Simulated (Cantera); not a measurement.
What does this Cantera script print?

```python
import numpy as np
import cantera as ct

gas = ct.Solution("gri30.yaml")


def delay(T, t_max=10):
    gas.TPX = T, 500000, {'CH4': 1, 'O2': 3.51, 'N2': 15.4}
    reactor = ct.IdealGasConstPressureReactor(gas, clone=False)
    net = ct.ReactorNet([reactor])
    net.rtol, net.atol = 1e-8, 1e-16
    while net.time < t_max:
        t_old, T_old = net.time, reactor.T
        net.step()
        if reactor.T > T + 400:  # ignition: a rise of 400 K
            return t_old + (T + 400 - T_old) / (reactor.T - T_old) * (net.time - t_old)
    return np.nan


taus = []
for T in [1050, 1100, 1150, 1200, 1250, 1300]:
    taus.append(delay(T))
    print(f"T0 = {T:6g} K   tau = {taus[-1]:.4e} s")
```

Output:

```
T0 =   1050 K   tau = 7.2479e-02 s
T0 =   1100 K   tau = 3.4092e-02 s
T0 =   1150 K   tau = 1.6901e-02 s
T0 =   1200 K   tau = 8.7174e-03 s
T0 =   1250 K   tau = 4.6488e-03 s
T0 =   1300 K   tau = 2.5555e-03 s
```

Model: GRI-Mech 3.0 (53 species, 325 reactions), integrated in Cantera.
